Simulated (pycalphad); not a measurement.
## Phase fractions of Al-0.74Si-1.79Sn (at.%)

CALPHAD calculation (pycalphad, COST 507 light-alloy database (1999)), 1 atm. These are 1990s assessments: newer ones move some temperatures and phases. The system is extrapolated from its subsystems; higher-order compounds may be missing. Phase fractions are per mole of atoms.

```
T (K)  liquid    fcc  diamond (Si)  bct (Sn)
-----  ------  -----  ------------  --------
950     1.000      -             -         -
900     0.415  0.585             -         -
850     0.102  0.898             -         -
800     0.025  0.975             -         -
750       ___    ___           ___         -
700     0.020  0.976         0.004         -
650     0.019  0.975         0.006         -
600     0.019  0.975         0.007         -
550     0.018  0.975         0.007         -
500         -  0.975         0.007     0.018
```

What belongs in the gaps?


- 750, liquid: 0.022
- 750, fcc: 0.977
- 750, diamond (Si): 0.001
